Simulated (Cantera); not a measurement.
An isothermal, constant-pressure homogeneous reactor starts with C₂H₆ : N₂ = 1 : 4.8 (molar parts), at 1950 K and 0.158 Torr.

Computed with Cantera and GRI-Mech 3.0 (53 species, 325 reactions). GRI-Mech 3.0 stops at C3 and has no aromatics, soot or wall deposition, so with more carbon than oxygen in the feed, carbon stays in small species such as C2H2 where larger ones or solid carbon would form. Radical loss at walls, strong at low pressure, is not modelled.

**Question.** Predict: x(C₂H₆) at 8.00 s; x(C₂H₂) at 8.00 s; x(H) at 8.00 s; x(C₂H) at 8.00 s; x(CH₂) at 8.00 s; x(C₂H₄) at 8.00 s; x(CH₄) at 8.00 s.

**Answer.** 
```json
{
  "x(C₂H₆) at 8.00 s": "1.92e-8 (gas-phase equilibrium <1e-12)",
  "x(C₂H₂) at 8.00 s": "0.127 (gas-phase equilibrium 0.0634)",
  "x(H) at 8.00 s": "0.00289 (gas-phase equilibrium 0.0384)",
  "x(C₂H) at 8.00 s": "2.29e-5 (gas-phase equilibrium 0.000164)",
  "x(CH₂) at 8.00 s": "4.85e-6 (gas-phase equilibrium 8.33e-8)",
  "x(C₂H₄) at 8.00 s": "7.02e-6 (gas-phase equilibrium 2.76e-8)",
  "x(CH₄) at 8.00 s": "0.00159 (gas-phase equilibrium 1.23e-7)"
}
```
